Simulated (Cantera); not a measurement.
A closed system holds: 1 mol HF, 0.039 mol H2O, 2.1 mol H2, equilibrated at 552 °C and 0.100 bar.

These are equilibrium values from Cantera (NASA tables, ideal gas, pure condensed phases), not measurements of a reactor. Candidate condensed phases: H2O; 22 gas species. The numbers say what is thermodynamically allowed, not how fast it happens.

What is the equilibrium state?


| Item | Value |
|---|---|
| x(H2) | 0.669 |
| x(HF) | 0.319 |
| x(H2O) | 0.0124 |
| gas amount | 3.139 mol |
